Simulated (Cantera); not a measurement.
Input: 1 mol NF3, 1.8 mol H2, 21 mol N2, at 7.00 bar.

These are equilibrium values from Cantera (NASA tables, ideal gas, pure condensed phases), not measurements of a reactor. Rates play no part.

x: gas mole fraction; nothing condenses.

```json
[
 {"T (°C)": "1975", "x N2": "0.867", "x HF": "0.121", "x H2": "0.0119", "x H": "0.000303", "x F": "3.10e-6", "x N": "…", "x NH": "5.70e-9"},
 {"T (°C)": "2075", "x N2": "0.867", "x HF": "0.121", "x H2": "0.0118", "x H": "0.000508", "x F": "7.11e-6", "x N": "…", "x NH": "1.28e-8"},
 {"T (°C)": "2175", "x N2": "0.867", "x HF": "0.121", "x H2": "0.0117", "x H": "0.000814", "x F": "1.53e-5", "x N": "…", "x NH": "2.69e-8"},
 {"T (°C)": "2275", "x N2": "0.866", "x HF": "0.121", "x H2": "0.0115", "x H": "0.00125", "x F": "3.12e-5", "x N": "…", "x NH": "5.30e-8"},
 {"T (°C)": "2375", "x N2": "0.866", "x HF": "0.121", "x H2": "0.0112", "x H": "0.00186", "x F": "6.04e-5", "x N": "…", "x NH": "9.90e-8"},
 {"T (°C)": "2475", "x N2": "0.866", "x HF": "0.121", "x H2": "0.0108", "x H": "0.00267", "x F": "0.000112", "x N": "…", "x NH": "1.76e-7"},
 {"T (°C)": "2575", "x N2": "0.865", "x HF": "0.121", "x H2": "0.0103", "x H": "0.00371", "x F": "0.000201", "x N": "…", "x NH": "2.97e-7"},
 {"T (°C)": "2675", "x N2": "0.865", "x HF": "0.120", "x H2": "0.00974", "x H": "0.00501", "x F": "0.000348", "x N": "…", "x NH": "4.82e-7"},
 {"T (°C)": "2775", "x N2": "0.864", "x HF": "0.120", "x H2": "0.00906", "x H": "0.00657", "x F": "0.000586", "x N": "…", "x NH": "7.51e-7"},
 {"T (°C)": "2875", "x N2": "0.863", "x HF": "0.119", "x H2": "0.00832", "x H": "0.00840", "x F": "0.000964", "x N": "…", "x NH": "1.13e-6"},
 {"T (°C)": "2975", "x N2": "0.862", "x HF": "0.119", "x H2": "0.00755", "x H": "0.0105", "x F": "0.00155", "x N": "…", "x NH": "1.63e-6"}
]
```

Q: Complete the blanks.

A: 
- 1975, x N: 7.69e-9
- 2075, x N: 2.30e-8
- 2175, x N: 6.29e-8
- 2275, x N: 1.59e-7
- 2375, x N: 3.75e-7
- 2475, x N: 8.32e-7
- 2575, x N: 1.74e-6
- 2675, x N: 3.48e-6
- 2775, x N: 6.63e-6
- 2875, x N: 1.21e-5
- 2975, x N: 2.14e-5
